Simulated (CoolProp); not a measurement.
The fluid at 455.58 K and 1.07 MPa is compressed adiabatically to 2.02 MPa with isentropic efficiency 0.7. The same conditions are run with several fluids, on thermodynamics alone (safety and materials aside).

Model: reference Helmholtz-energy equation of state of each fluid (R113: Marx 1992; propylene: Lemmon 2013; carbonyl sulfide: Lemmon 2006; R365MFC: Lemmon 2016), in CoolProp.

```tsv
fluid	work (kJ/kg)	final temperature (K)	final density (kg/m³)
R113	15.1	485.3	124
propylene	80.2	495.9	21.8
carbonyl sulfide	58.4	531.1	28.5
R365MFC	19.5	478.3	96.6
```
